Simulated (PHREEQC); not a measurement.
Solution (50 °C): 5.9e-05 mol/kgw AlCl3 and 0.15 mol/kgw MgCl2. Closed to the air; pH follows from the charge balance.

Equilibrium calculation in PHREEQC: ion-association model, phreeqc.dat.

The ionic strength comes out as 0.450 mol/kgw. What activity coefficients do AlOH+2, Al(OH)2+, H+, Cl-, Mg+2 get?

AlOH+2 0.22, Al(OH)2+ 0.69, H+ 0.76, Cl- 0.65, Mg+2 0.28.

No solid was allowed to form. The solution is supersaturated, for example in Gibbsite (slow to form), so a real one may precipitate; this is no full list. Complexes and solids missing from the database can't appear. Away from 25 °C the constants follow the database's enthalpies or fits; those with neither stay at their 25 °C values.
